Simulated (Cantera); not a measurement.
Feed: 1 mol SiHCl3, 2.5 mol NH3, 5 mol N2, held at 20.3 Torr.

Equilibrium computed with Cantera from the NASA thermochemical tables; the gas is ideal and each condensed phase is pure. Candidate condensed phases: NH4Cl, Si, Si3N4; 28 gas species. Gases not in the tables: Si2H6 and higher silanes. The numbers say what is thermodynamically allowed, not how fast it happens.

Problem. What share of the Si ends up in condensed phases as a function of T (K), at 898, 1048, 1198, 1348, 1498, 1648, 1798, 1948, 2098?

Solution. 
```
T (K)  Si condensed (%)        as
-----  ----------------  --------
898                89.7  Si3N4(s)
1048               93.0  Si3N4(s)
1198               94.6  Si3N4(s)
1348               93.3  Si3N4(s)
1498               79.8  Si3N4(s)
1648               46.0  Si3N4(s)
1798               10.5  Si3N4(s)
1948                6.1     Si(l)
2098                3.2     Si(l)
```
